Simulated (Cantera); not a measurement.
## CO + H2 (carbon deposition, reforming and gasification)

A closed system holds: 1 mol CO, a varied amount of H2, at 877 °C and 1.40 bar.

Equilibrium computed with Cantera from the NASA thermochemical tables; the gas is ideal and each condensed phase is pure. Candidate condensed phases: C, C6H6, C7H8, C8H18, H2O; 110 gas species. Equilibrium is a limit: real reactors are often held back by kinetics, nucleation or transport.

```
n(H2) (mol)   x H2     x CO     x CO2    x CH4    x H2O   x C2H4   x C2H6  x HCHO (formaldehyde)  n C(graphite)
-----------  -----  -------  --------  -------  -------  -------  -------  ---------------------  -------------
0.39         0.275    0.685    0.0259  0.00247   0.0123  1.13e-7  1.24e-8                1.34e-7         0.0478
0.7          0.402    0.561    0.0174  0.00529   0.0148  2.41e-7  3.89e-8                1.60e-7         0.0440
1.3          0.550    0.416   0.00954  0.00991   0.0150  4.51e-7  9.97e-8                1.63e-7         0.0326
2.3          0.677    0.291   0.00467   0.0150   0.0129  6.83e-7  1.86e-7                1.40e-7        0.00822
4.1          0.785    0.184   0.00250   0.0152   0.0127  5.18e-7  1.64e-7                1.03e-7              0
7.4          0.866    0.108   0.00123   0.0129   0.0117  3.09e-7  1.08e-7                6.65e-8              0
13           0.917   0.0619  0.000560   0.0104  0.00986  1.80e-7  6.62e-8                4.04e-8              0
24           0.952   0.0325  0.000220  0.00788  0.00766  9.52e-8  3.64e-8                2.20e-8              0
43           0.971   0.0171   8.51e-5  0.00584  0.00576  5.03e-8  1.96e-8                1.18e-8              0
78           0.983  0.00854   3.04e-5  0.00419  0.00416  2.53e-8  9.99e-9                5.97e-9              0
```
x: gas mole fraction; n: condensed amount in mol.

From 0.39 mol H2 to 2.3 mol H2 the condensed part is C(graphite). From 4.1 mol H2 to 78 mol H2 nothing is condensed. The main C-bearing gas is CO throughout.
